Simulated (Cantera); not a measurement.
An isothermal, constant-pressure homogeneous reactor starts with NO : N2 = 1 : 1.7 (molar parts), at 1623 K and 0.133 bar. Integrator tolerance rtol = 1e-08.

Cantera simulation using GRI-Mech 3.0 (53 species, 325 reactions); the numbers are that mechanism's predictions, not measurements.

### Question
What does this change do: temperature 1623 to 1700 K?

### Answer
| quantity | before | after |
|---|---|---|
| x(NO) at 10.0 s | 0.356 (gas-phase equilibrium 0.00204) | 0.337 (gas-phase equilibrium 0.00277) |
| x(N2) at 10.0 s | 0.637 (gas-phase equilibrium 0.814) | 0.646 (gas-phase equilibrium 0.813) |
| x(N2O) at 10.0 s | 4.44e-5 (gas-phase equilibrium 4.49e-8) | 4.16e-5 (gas-phase equilibrium 6.00e-8) |
| x(NO2) at 10.0 s | 0.000101 (gas-phase equilibrium 2.64e-6) | 0.000113 (gas-phase equilibrium 2.96e-6) |
| x(O) at 10.0 s | 5.56e-6 (gas-phase equilibrium 2.25e-5) | 1.80e-5 (gas-phase equilibrium 5.28e-5) |
| x(O2) at 10.0 s | 0.00723 (gas-phase equilibrium 0.184) | 0.0164 (gas-phase equilibrium 0.184) |

### Question
What does this change do: temperature 1623 to 1998 K?

### Answer
```
quantity                                            before                                      after
----------------  ----------------------------------------  -----------------------------------------
x(NO) at 10.0 s      0.356 (gas-phase equilibrium 0.00204)     0.0357 (gas-phase equilibrium 0.00720)
x(N2) at 10.0 s        0.637 (gas-phase equilibrium 0.814)        0.797 (gas-phase equilibrium 0.811)
x(N2O) at 10.0 s   4.44e-5 (gas-phase equilibrium 4.49e-8)    5.77e-7 (gas-phase equilibrium 1.50e-7)
x(NO2) at 10.0 s  0.000101 (gas-phase equilibrium 2.64e-6)    2.01e-5 (gas-phase equilibrium 4.22e-6)
x(O) at 10.0 s     5.56e-6 (gas-phase equilibrium 2.25e-5)  0.000744 (gas-phase equilibrium 0.000773)
x(O2) at 10.0 s      0.00723 (gas-phase equilibrium 0.184)        0.167 (gas-phase equilibrium 0.181)
```

### Question
What does this change do: NO 1 to 5.5 parts?

### Answer
| quantity | before | after |
|---|---|---|
| x(NO) at 10.0 s | 0.356 (gas-phase equilibrium 0.00204) | 0.705 (gas-phase equilibrium 0.00255) |
| x(N2) at 10.0 s | 0.637 (gas-phase equilibrium 0.814) | 0.266 (gas-phase equilibrium 0.617) |
| x(N2O) at 10.0 s | 4.44e-5 (gas-phase equilibrium 4.49e-8) | 0.000170 (gas-phase equilibrium 4.90e-8) |
| x(NO2) at 10.0 s | 0.000101 (gas-phase equilibrium 2.64e-6) | 0.000372 (gas-phase equilibrium 4.74e-6) |
| x(O) at 10.0 s | 5.56e-6 (gas-phase equilibrium 2.25e-5) | 1.04e-5 (gas-phase equilibrium 3.23e-5) |
| x(O2) at 10.0 s | 0.00723 (gas-phase equilibrium 0.184) | 0.0293 (gas-phase equilibrium 0.381) |
